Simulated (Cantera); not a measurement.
A Cantera script and what it prints.

```python
import numpy as np
import cantera as ct

gas_names = """
    C CH CH2 CH3 CH2OH CH3O CH4 CH3OH CN CO CO2 COOH C2 C2H CHCO,ketyl C2H2,acetylene C2H2,vinylidene
    CH2CO,ketene C2H3,vinyl CH3CN CH3CO,acetyl C2H4 C2H4O,ethylen CH3CHO,ethanal CH3COOH (HCOOH)2 C2H5
    C2H6 CH3OCH3 C2H5OH CCN CNC C2N2 C2O C3 C3H3,propargyl C3H4,allene C3H4,propyne C3H4,cyclo-
    C3H5,allyl C3H6,propylene C3H6,cyclo- C3H6O C3H7,n-propyl C3H7,i-propyl C3H8 C3H8O,1propanol
    C3H8O,2propanol C3O2 C4 C4H2 C4H4,1,3-cyclo- C4H6,butadiene C4H6,2-butyne C4H6,cyclo- C4H8,1-butene
    C4H8,cis2-buten C4H8,tr2-butene C4H8,isobutene C4H8,cyclo- (CH3COOH)2 C4H9,n-butyl C4H9,i-butyl
    C4H9,s-butyl C4H9,t-butyl C4H10,isobutane C4H10,n-butane C4N2 C5 C5H6,1,3cyclo- C5H8,cyclo-
    C5H10,1-pentene C5H10,cyclo- C5H11,pentyl C5H11,t-pentyl C5H12,n-pentane C5H12,i-pentane
    CH3C(CH3)2CH3 C6H2 C6H5,phenyl C6H5O,phenoxy C6H6 C6H5OH,phenol C6H10,cyclo- C6H12,1-hexene
    C6H12,cyclo- C6H13,n-hexyl C7H7,benzyl C7H8 C7H8O,cresol C7H14,1-heptene C7H15,n-heptyl
    C7H16,n-heptane C8H8,styrene C8H10,ethylbenz C8H16,1-octene C8H17,n-octyl C8H18,isooctane
    C8H18,n-octane C9H19,n-nonyl C10H8,naphthale C10H21,n-decyl C12H9,o-bipheny C12H10,bipheny H HCN HCO
    HCCN HNC HNCO HNO HNO2 HNO3 HO2 H2 HCHO,formaldehy HCOOH H2O H2O2 N NCO NH NH2 NH3 NH2OH NO NO2 NO3
    N2 N2H2 N2H4 N2O O OH O2 O3 Si SiC SiC2 SiC4H12 SiH SiH2 SiH3 SiH4 SiN SiO SiO2 Si2 Si2C Si2N Si3
""".split()
cond_names = """
    C(gr) C6H6(L) C7H8(L) C8H18(L),n-octa H2O(s) H2O(L) Si(cr) Si(L) SiC(b) SiO2(Lqz) SiO2(hqz) SiO2(L)
    Si2N2O(s) Si3N4(a)
""".split()


def load(file, names, dense=False):
    # The tables refer to 1 bar. Condensed volumes are neglected.
    table = {s.name: s for s in ct.Species.list_from_file(file)}
    out = []
    for n in names:
        d = dict(table[n].input_data)
        d["thermo"] = dict(d["thermo"], **{"reference-pressure": 1e5})
        if dense:
            d["equation-of-state"] = {"model": "constant-volume", "density": "1e6 g/cm^3"}
        out.append(ct.Species.from_dict(d))
    return out


gas = ct.Solution(thermo="ideal-gas", species=load("nasa_gas.yaml", gas_names))
cond = {s.name: ct.Solution(thermo="fixed-stoichiometry", species=[s], name=s.name)
        for s in load("nasa_condensed.yaml", cond_names, dense=True)}
atoms = {
    'HMDSO': {'Si': 2, 'C': 6, 'H': 18, 'O': 1},
    'H2O': {'H': 2, 'O': 1},
    'N2': {'N': 2},
}
top_T = {'C(gr)': 4500, 'SiC(b)': 3050, 'Si2N2O(s)': 2100, 'Si3N4(a)': 2400}  # K; cautious upper limits of use, not melting points


def equilibrate(T, P, feed):
    n = {}
    for name, mol in feed.items():
        for a, k in atoms[name].items():
            n[a] = n.get(a, 0.0) + k * mol
    gas.TPX = T, P, n
    mass = sum(n.values()) * gas.mean_molecular_weight
    gas.equilibrate("TP")
    valid = [c for c in cond.values() if c.min_temp <= T <= top_T.get(c.name, c.max_temp)]
    mix = ct.Mixture([(gas, mass / gas.mean_molecular_weight)] + [(c, 0.0) for c in valid])
    mix.T, mix.P = T, P
    mix.equilibrate("TP", solver="vcs", rtol=1e-11, max_steps=5000)
    return mix


results = []
feed = {'HMDSO': 1, 'H2O': 26, 'N2': 33}  # mol
T = 1398.15  # K
P = 13332.2  # Pa
mix = equilibrate(T, P, feed)
results.append((T, P, feed, dict(zip(mix.species_names, mix.species_moles))))
print(gas.report(threshold=1e-06))
for i in range(1, mix.n_phases):
    print(f"{mix.phase(i).name:16s} {mix.phase_moles(i):12.5e} mol")
```

It prints:

```
       temperature   1398.2 K
          pressure   13332 Pa
           density   0.022241 kg/m^3
  mean mol. weight   19.393 kg/kmol
   phase of matter   gas

                          1 kg             1 kmol
                     ---------------   ---------------
          enthalpy       -1.4831e+06       -2.8762e+07  J
   internal energy       -2.0826e+06       -4.0386e+07  J
           entropy             13065        2.5336e+05  J/K
    Gibbs function        -1.975e+07         -3.83e+08  J
 heat capacity c_p            1895.1             36751  J/K
 heat capacity c_v            1466.4             28437  J/K

                      mass frac. Y      mole frac. X     chem. pot. / RT
                     ---------------   ---------------   ---------------
                CO          0.085903          0.059475           -40.893
               CO2          0.049032          0.021606           -69.551
                 H        3.4737e-07        6.6829e-06           -10.872
                H2          0.027532           0.26484           -21.744
               H2O           0.19334           0.20812           -50.402
               NH3         9.173e-07        1.0445e-06           -46.926
                N2           0.64419           0.44594           -28.621
     [ +144 minor]        1.0941e-07        1.1599e-07

C(gr)             0.00000e+00 mol
Si(cr)            0.00000e+00 mol
SiC(b)            0.00000e+00 mol
SiO2(hqz)         2.00000e+00 mol
Si2N2O(s)         0.00000e+00 mol
Si3N4(a)          0.00000e+00 mol
```

These are equilibrium values from Cantera (NASA tables, ideal gas, pure condensed phases), not measurements of a reactor. The feed counts by its element totals alone. The tables hold silica as quartz up to 1696 K and as liquid above; real silica turns to tridymite and cristobalite and melts near 1996 K. Gases not in the tables: Si(OH)4.
